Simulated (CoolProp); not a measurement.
Values from CoolProp's reference Helmholtz-energy equation of state, Lemmon 2013.

**Question.** Give the vapour pressure (MPa), liquid density (kg/m³), enthalpy of vaporisation (kJ/kg), liquid viscosity (µPa s) of saturated propylene at -37.65, 3.25, 13.45 °C.

**Answer.** 
| T (°C) | p (MPa) | liquid density (kg/m³) | enthalpy of vaporisation (kJ/kg) | liquid viscosity (µPa s) |
|---|---|---|---|---|
| -37.65 | 0.156 | 598 | 428 | 175 |
| 3.25 | 0.643 | 541 | 373 | 117 |
| 13.45 | 0.856 | 525 | 356 | 106 |

Viscosity comes from a separate model (Huber 2003), an estimate that may be off by 10 % or more.
